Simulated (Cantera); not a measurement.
An adiabatic, constant-pressure homogeneous reactor starts with H₂ : O₂ : N₂ = 1 : 0.208 : 0.958 (molar parts), at 975 K and 9.87 atm. Integrator tolerance rtol = 1e-08.

Detailed kinetics in Cantera: GRI-Mech 3.0 (53 species, 325 reactions). The hydrogen kinetics of GRI-Mech 3.0 are dated; newer H2 mechanisms differ, most at raised pressure.

Question: What does this change do: initial temperature 975 to 1425 K?

Answer: 
| quantity | before | after |
|---|---|---|
| time of steepest temperature rise | 12.0 ms | 2.61 µs |
| temperature at 0.100 s | 2370 K | 2713 K |
| equilibrium temperature | 2370 K | 2713 K |
| x(H₂) at 0.100 s | 0.297 (gas-phase equilibrium 0.297) | 0.292 (gas-phase equilibrium 0.292) |
| x(O₂) at 0.100 s | 4.82e-7 (gas-phase equilibrium 4.82e-7) | 1.23e-5 (gas-phase equilibrium 1.23e-5) |
| x(NO) at 0.100 s | 2.16e-5 (gas-phase equilibrium 2.16e-5) | 0.000196 (gas-phase equilibrium 0.000196) |
| x(HO₂) at 0.100 s | 1.53e-9 (gas-phase equilibrium 1.53e-9) | 4.10e-8 (gas-phase equilibrium 4.10e-8) |
| x(N₂O) at 0.100 s | 2.99e-9 (gas-phase equilibrium 2.99e-9) | 2.71e-8 (gas-phase equilibrium 2.71e-8) |

Question: What does this change do: pressure from 9.87 atm to 19.7 atm?

Answer: 
| quantity | before | after |
|---|---|---|
| time of steepest temperature rise | 12.0 ms | 8.09 ms |
| temperature at 0.100 s | 2370 K | 2374 K |
| equilibrium temperature | 2370 K | 2374 K |
| x(H₂) at 0.100 s | 0.297 (gas-phase equilibrium 0.297) | 0.297 (gas-phase equilibrium 0.297) |
| x(O₂) at 0.100 s | 4.82e-7 (gas-phase equilibrium 4.82e-7) | 2.53e-7 (gas-phase equilibrium 2.53e-7) |
| x(NO) at 0.100 s | 2.16e-5 (gas-phase equilibrium 2.16e-5) | 1.58e-5 (gas-phase equilibrium 1.58e-5) |
| x(HO₂) at 0.100 s | 1.53e-9 (gas-phase equilibrium 1.53e-9) | 1.13e-9 (gas-phase equilibrium 1.13e-9) |
| x(N₂O) at 0.100 s | 2.99e-9 (gas-phase equilibrium 2.99e-9) | 3.09e-9 (gas-phase equilibrium 3.09e-9) |
The pressure lies above the range GRI-Mech 3.0 was tuned for (to about 10 atm).
